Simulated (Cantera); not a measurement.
Input: 1 mol HgO, 2.5 mol O2, 17 mol N2, equilibrated at 10000 Pa.

These are equilibrium values from Cantera (NASA tables, ideal gas, pure condensed phases), not measurements of a reactor. Candidate condensed phases: Hg, HgO; 10 gas species. Rates play no part. All values below are at 1425 K.

Base state: N2 0.809, O2 0.143, Hg 0.0476, NO 0.000694 (mole fractions); condensed: gas only.

Q: What changes in the equilibrium state with this change: HgO replaced by Pb?

A: 
```tsv
species	before	after
N2	0.809	0.864
O2	0.143	0.102
PbO	0	0.0322
Hg	0.0476	0
Pb	0	0.000924
NO	0.000694	0.000607
PbO(l), mol	0	0.350
```
Gases not in the tables: (PbO)n polymers. Further candidate phases: Pb, PbO, PbO2, Pb3O4.
